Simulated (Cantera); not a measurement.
A perfectly stirred reactor is fed with NH3 : H2 = 1 : 2 (molar parts), at 0.849 atm; it is held at 2223 K, and followed from long to short residence time.

Computed with Cantera and the gas-phase N/H chemistry of the illustrative SiF4/NH3 mechanism in the Surface Chemkin manual (1991). Walls and surfaces, which speed up NH3 decomposition in real reactors, are not modelled.

x: mole fraction; the columns are a selection and need not sum to one.

```csv
τ (s),x NH3,x H2,x NH,x N2H4,x NH2,x N2
2.1,0.00131,0.868,5.05e-6,6.67e-11,?,0.124
1.0,0.00204,0.868,7.21e-6,1.48e-10,?,0.124
0.47,0.00342,0.868,1.02e-5,3.53e-10,?,0.123
0.22,0.00649,0.867,1.40e-5,9.25e-10,?,0.122
0.10,0.0142,0.863,1.87e-5,2.71e-9,?,0.119
0.047,0.0303,0.853,2.38e-5,7.40e-9,?,0.113
0.022,0.0600,0.835,2.96e-5,1.84e-8,?,0.102
0.010,0.109,0.805,3.57e-5,4.10e-8,?,0.0836
0.0048,0.168,0.768,4.08e-5,7.30e-8,?,0.0615
0.0022,0.230,0.730,4.45e-5,1.11e-7,?,0.0382
```

Problem. Complete the blanks.

Solution. 
- 2.1, x NH2: 2.92e-5
- 1.0, x NH2: 4.35e-5
- 0.47, x NH2: 6.71e-5
- 0.22, x NH2: 0.000109
- 0.10, x NH2: 0.000186
- 0.047, x NH2: 0.000307
- 0.022, x NH2: 0.000484
- 0.010, x NH2: 0.000723
- 0.0048, x NH2: 0.000964
- 0.0022, x NH2: 0.00119
